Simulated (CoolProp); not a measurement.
Vapour-liquid equilibrium of R1234yf (1) + R1234ze(E) (2) at 269.9 K; x and y are mole fractions of (1).

The numbers come from the multi-fluid Helmholtz-energy mixture model, Lemmon 2022 and Thol 2016; pair parameters Bell 2022 in CoolProp.

```json
[
 {"x": "0.05", "bubble pressure (MPa)": "0.1971", "y at the bubble point": "0.074", "dew pressure at overall composition x (MPa)": "0.1954", "liquid density (mol/L)": "10.93"},
 {"x": "0.2", "bubble pressure (MPa)": "0.2121", "y at the bubble point": "0.268", "dew pressure at overall composition x (MPa)": "0.2067", "liquid density (mol/L)": "10.85"},
 {"x": "0.35", "bubble pressure (MPa)": "0.2260", "y at the bubble point": "0.436", "dew pressure at overall composition x (MPa)": "0.2188", "liquid density (mol/L)": "10.77"},
 {"x": "0.5", "bubble pressure (MPa)": "0.2393", "y at the bubble point": "0.585", "dew pressure at overall composition x (MPa)": "0.2316", "liquid density (mol/L)": "10.69"},
 {"x": "0.65", "bubble pressure (MPa)": "0.2523", "y at the bubble point": "0.721", "dew pressure at overall composition x (MPa)": "0.2454", "liquid density (mol/L)": "10.60"},
 {"x": "0.8", "bubble pressure (MPa)": "0.2652", "y at the bubble point": "0.847", "dew pressure at overall composition x (MPa)": "0.2602", "liquid density (mol/L)": "10.52"},
 {"x": "0.95", "bubble pressure (MPa)": "0.2781", "y at the bubble point": "0.963", "dew pressure at overall composition x (MPa)": "0.2766", "liquid density (mol/L)": "10.43"}
]
```

No azeotrope shows between x = 0.05 and 0.95.

The pair parameters rest on a limited set of measurements; away from them the model extrapolates.
